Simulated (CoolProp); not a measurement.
Aqueous ethanol as a coolant, at 27 °C, 1 atm.

The numbers come from the Melinder's fits for secondary coolants in CoolProp.

```json
[
 {"mass %": "2.9", "freezing point (°C)": "-1.2", "cp (kJ/(kg K))": "4.195", "conductivity (W/(m K))": "0.588", "density (kg/m³)": "990.9", "Prandtl number": "6.83"},
 {"mass %": "7.6", "freezing point (°C)": "-3.2", "cp (kJ/(kg K))": "4.253", "conductivity (W/(m K))": "0.554", "density (kg/m³)": "983.2", "Prandtl number": "8.77"},
 {"mass %": "12.4", "freezing point (°C)": "-5.7", "cp (kJ/(kg K))": "4.300", "conductivity (W/(m K))": "0.521", "density (kg/m³)": "976.3", "Prandtl number": "11.2"},
 {"mass %": "17.1", "freezing point (°C)": "-8.9", "cp (kJ/(kg K))": "4.321", "conductivity (W/(m K))": "0.491", "density (kg/m³)": "969.8", "Prandtl number": "13.9"},
 {"mass %": "21.9", "freezing point (°C)": "-12.7", "cp (kJ/(kg K))": "4.311", "conductivity (W/(m K))": "0.461", "density (kg/m³)": "962.9", "Prandtl number": "16.7"},
 {"mass %": "26.7", "freezing point (°C)": "-17.0", "cp (kJ/(kg K))": "4.272", "conductivity (W/(m K))": "0.434", "density (kg/m³)": "955.3", "Prandtl number": "19.3"},
 {"mass %": "31.4", "freezing point (°C)": "-21.5", "cp (kJ/(kg K))": "4.211", "conductivity (W/(m K))": "0.408", "density (kg/m³)": "947.1", "Prandtl number": "21.6"},
 {"mass %": "36.2", "freezing point (°C)": "-26.1", "cp (kJ/(kg K))": "4.133", "conductivity (W/(m K))": "0.383", "density (kg/m³)": "938.0", "Prandtl number": "23.6"},
 {"mass %": "41", "freezing point (°C)": "-30.4", "cp (kJ/(kg K))": "4.048", "conductivity (W/(m K))": "0.359", "density (kg/m³)": "928.0", "Prandtl number": "25.1"},
 {"mass %": "45.7", "freezing point (°C)": "-34.3", "cp (kJ/(kg K))": "3.959", "conductivity (W/(m K))": "0.338", "density (kg/m³)": "917.7", "Prandtl number": "26.3"}
]
```
